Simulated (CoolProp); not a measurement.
Computed with CoolProp (reference Helmholtz-energy equation of state, Aleksandrov 2011). It is a short technical equation, of lower accuracy than the large ones.

Q: For n-undecane, give the phase and the density (kg/m³), isothermal compressibility (1/MPa), fugacity coefficient at 173.15 °C and 21.7 bar.

A: 
- 173.15 °C and 21.7 bar: liquid; density 624, isothermal compressibility 0.00319, fugacity coefficient 0.0286
